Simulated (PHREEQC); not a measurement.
Brine

Consider water at 25 °C with 0.51 mol/kgw MgSO4, 0.07 mol/kgw Na2SO4 and 1.8 mol/kgw KBr. Closed to the air; pH follows from the charge balance.

All values are PHREEQC results (Pitzer model, pitzer.dat), not measurements.

ionic strength: 4.05 mol/kgw
activity of water: 0.923
density: 1.196 g/cm³
osmotic coefficient: 0.920

```tsv
species	molality	activity	log γ
Br-	1.80	1.17	-0.188
K+	1.80	1.02	-0.249
SO4-2	0.580	0.0119	-1.687
Mg+2	0.510	0.157	-0.513
Na+	0.140	0.0989	-0.151
MgOH+	1.33e-6	4.96e-7	-0.427
HSO4-	1.04e-6	5.14e-7	-0.307
H+	3.48e-7	4.52e-7	0.114
OH-	6.19e-8	2.07e-8	-0.477
```

This is a speciation only: nothing precipitates in the calculation.
